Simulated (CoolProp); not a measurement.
Computed with CoolProp (reference Helmholtz-energy equation of state, Penoncello 2003).

**Question.** For CHF3 (R23), give the phase and the cp (kJ/(kg K)), cv (kJ/(kg K)), Joule-Thomson coefficient (K/MPa), isothermal compressibility (1/MPa) at 287.3 K and 6.1 MPa.

**Answer.** 
- 287.3 K and 6.1 MPa: liquid; cp 1.86, cv 0.791, Joule-Thomson coefficient 0.875, isothermal compressibility 0.0224
